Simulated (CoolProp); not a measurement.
Octamethyltrisiloxane (MDM) at several states: Z from the reference equation and from simpler models built on Tc = 292.2 °C, pc = 1438 kPa, ω = 0.528; each cubic takes its own stable root.

Model: reference Helmholtz-energy equation of state, Thol 2017, in CoolProp.

```tsv
T (°C)	p (kPa)	phase	reference
123.25	1190	liquid	0.1196
92.75	4700	liquid	0.4837
79.65	4260	liquid	0.4474
-49.35	28.8	liquid	0.004121
```

### Question
How far does each simpler model (van der Waals, Redlich-Kwong, Soave-Redlich-Kwong, Peng-Robinson) lie from the reference over these 4 states: mean and median of the absolute difference, and the worst?

### Answer
- van der Waals: mean 68.8 %, median 67.0 %, worst +77.6 % at -49.35 °C and 28.8 kPa
- Redlich-Kwong: mean 16.6 %, median 16.3 %, worst +19.1 % at -49.35 °C and 28.8 kPa
- Soave-Redlich-Kwong: mean 10.7 %, median 9.3 %, worst +15.4 % at -49.35 °C and 28.8 kPa
- Peng-Robinson: mean 3.0 %, median 3.0 %, worst -3.3 % at 123.25 °C and 1190 kPa
